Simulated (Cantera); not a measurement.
## Ignition delay

Mixture: 27.2 % H2, 18.6 % O2, 54.1 % N2, at 63000 Pa, adiabatic and at constant pressure. Ignition delay is the time to a rise of 400 K.

Cantera simulation using the H2/O2 subset of GRI-Mech 3.0, which has no nitrogen chemistry; the numbers are that mechanism's predictions, not measurements. Where the delays flatten at high temperature, the 400 K rule measures the pace of heat release, not the induction time.

| T0 (K) | delay (ms) |
|---|---|
| 1073 | 0.138 |
| 1123 | 0.0976 |
| 1173 | 0.0737 |
| 1223 | 0.0584 |
| 1273 | 0.0481 |
| 1323 | 0.0410 |
| 1373 | 0.0361 |
| 1423 | 0.0327 |
| 1473 | 0.0305 |
